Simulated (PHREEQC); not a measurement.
A column of 0.5 m (30 cells, dispersivity 0.025 m, 3600 s a shift, diffusion coefficient 3e-10 m²/s) holds 0.039 eq of the database's cation exchanger X per kg of pore water, first in equilibrium with 69 mmol/kgw MgSO4, 29 mmol/kgw KBr and 0.01 mmol/kgw HCl. It is flushed with 0.017 mol KCl, 0.0032 mol NH4Cl, 0.015 mol Na2SO4 and 1e-05 mol HCl per kg of water, at 25 °C. Values are for the last cell. The system is closed to CO2. Nothing may precipitate in this run.

The series has 31 steps of pore volumes, from 0 to 4.017.

Equilibrium calculation in PHREEQC: ion-association model, phreeqc.dat.

### Question
After how many pore volumes does Na at the outlet first reach half of its feed value?

### Answer
By 1.2 pore volumes.

### Question
After how many pore volumes does NH4 at the outlet first reach half of its feed value?

### Answer
By 2.0 pore volumes.
